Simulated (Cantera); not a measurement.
Gas-phase reforming

A perfectly stirred reactor is fed with 28.7 % CH4, 60.2 % H2O, 10.6 % H2, 0.573 % N2, at 7.30 bar; it is held at 1675 K, and followed from long to short residence time.

Cantera simulation using GRI-Mech 3.0 (53 species, 325 reactions); the numbers are that mechanism's predictions, not measurements.

| τ (s) | x CH4 | x H2O | x H2 | x O | x C2H |
|---|---|---|---|---|---|
| 5.1 | 0.0302 | 0.235 | 0.570 | 2.82e-11 | 9.26e-10 |
| 1.8 | 0.0449 | 0.271 | 0.533 | 3.15e-11 | 2.45e-9 |
| 0.62 | 0.0601 | 0.320 | 0.485 | 3.50e-11 | 5.43e-9 |
| 0.22 | 0.0739 | 0.377 | 0.432 | 3.80e-11 | 9.70e-9 |
| 0.076 | 0.0903 | 0.438 | 0.373 | 4.13e-11 | 1.42e-8 |
| 0.027 | 0.116 | 0.490 | 0.314 | 4.68e-11 | 1.62e-8 |
| 0.0094 | 0.156 | 0.531 | 0.253 | 5.82e-11 | 1.42e-8 |
| 0.0033 | 0.203 | 0.562 | 0.195 | 7.84e-11 | 9.40e-9 |
| 0.0012 | 0.242 | 0.583 | 0.151 | 1.03e-10 | 4.50e-9 |
x: mole fraction; the columns are a selection and need not sum to one.
